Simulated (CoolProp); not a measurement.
Vapour pressure (MPa) of normal hydrogen: the reference equation beside estimates from Tc = 33.1 K, pc = 1.296 MPa, ω = -0.219. Clausius-Clapeyron is anchored at 25.9 K with a constant enthalpy of vaporisation of 0.7989 kJ/mol.

The numbers come from the reference Helmholtz-energy equation of state, Leachman 2009 in CoolProp.

```tsv
T (K)	reference	Clausius-Clapeyron	van der Waals	Soave-Redlich-Kwong	Peng-Robinson
25.2	0.3348	…	0.3911	0.3397	…
25.9	0.3862	0.3862	0.4454	0.3933	0.3997
26.5	0.4345	0.4201	0.4956	0.4434	0.4494
27.2	0.4961	0.4611	0.5586	0.5070	0.5125
27.9	0.5635	0.5039	0.6263	0.5763	0.5811
28.5	0.6262	0.5418	0.6882	0.6404	…
29.2	0.7054	0.5874	0.7652	0.7209	0.7243
29.9	0.7914	0.6344	0.8472	0.8076	0.8103
30.5	…	0.6758	0.9216	0.8871	0.8891
31.2	0.9711	0.7253	1.013	0.9859	0.9872
31.9	1.079	0.7760	1.110	1.091	…
32.5	1.180	0.8204	1.198	1.187	1.188
```

Task: Complete the blanks.

Result: 
- 25.2, Clausius-Clapeyron: 0.3484
- 25.2, Peng-Robinson: 0.3465
- 28.5, Peng-Robinson: 0.6446
- 30.5, reference: 0.8710
- 31.9, Peng-Robinson: 1.092

Absolute difference from the reference over all 12 rows, mean and median: Clausius-Clapeyron 15.1 and 15.1 %, van der Waals 9.2 and 9.2 %, Soave-Redlich-Kwong 1.8 and 1.9 %, Peng-Robinson 2.5 and 2.8 %.
